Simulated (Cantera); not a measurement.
A freely propagating, adiabatic, planar premixed flame of 9.29 % CH₄, 18.6 % O₂, 69.8 % N₂, 2.32 % H₂O, equivalence ratio 1.0, unburnt at 373 K and 2.90 bar; multicomponent+Soret transport, grid criteria slope 0.08 and curve 0.16, no radiation.

Computed with Cantera and GRI-Mech 3.0 (53 species, 325 reactions). Burning velocities carry a grid error of a few per cent, more on coarse grids.

x: mole fraction of selected species; z is measured from the peak of heat release.

| z (mm) | T (K) | u (m/s) | x CH₄ | x O₂ | x H₂O | x CO | x NO | x H |
|---|---|---|---|---|---|---|---|---|
| -0.651 | 373 | 0.323 | 0.0928 | 0.186 | 0.0232 | 3.72e-6 | <1e-8 | <1e-8 |
| -0.434 | 376 | 0.326 | 0.0924 | 0.185 | 0.0235 | 3.59e-5 | <1e-8 | <1e-8 |
| -0.326 | 387 | 0.336 | 0.0911 | 0.185 | 0.0247 | 0.000213 | 1.41e-8 | <1e-8 |
| -0.217 | 474 | 0.412 | 0.0845 | 0.180 | 0.0336 | 0.00185 | 1.76e-7 | <1e-8 |
| -0.109 | 947 | 0.833 | 0.0572 | 0.140 | 0.0804 | 0.0135 | 3.51e-6 | 7.67e-6 |
| -0.0543 | 1384 | 1.23 | 0.0303 | 0.0957 | 0.125 | 0.0269 | 9.03e-6 | 0.000155 |
| 0 | (withheld) | 1.60 | (withheld) | (withheld) | (withheld) | (withheld) | (withheld) | (withheld) |
| 0.0543 | 1950 | 1.73 | 0.000160 | 0.0237 | 0.184 | 0.0307 | 2.57e-5 | 0.00301 |
| 0.109 | 2012 | 1.78 | 2.71e-6 | 0.0173 | 0.187 | 0.0227 | 3.07e-5 | 0.00295 |
| 0.217 | 2084 | 1.83 | <1e-8 | 0.0133 | 0.191 | 0.0167 | 3.61e-5 | 0.00211 |
| 0.434 | 2151 | 1.88 | <1e-8 | (withheld) | 0.195 | (withheld) | (withheld) | (withheld) |
| 0.868 | 2202 | 1.92 | <1e-8 | 0.00753 | 0.199 | 0.00988 | 5.26e-5 | 0.000615 |
| 1.74 | 2232 | 1.95 | <1e-8 | 0.00592 | 0.202 | 0.00768 | 6.56e-5 | 0.000356 |

**Question.** What belongs in the gaps?

**Answer.** 
- 0, T (K): 1791
- 0, x CH₄: 0.00541
- 0, x O₂: 0.0469
- 0, x H₂O: 0.168
- 0, x CO: 0.0379
- 0, x NO: 1.68e-5
- 0, x H: 0.00150
- 0.434, x O₂: 0.0101
- 0.434, x CO: 0.0129
- 0.434, x NO: 4.31e-5
- 0.434, x H: 0.00118
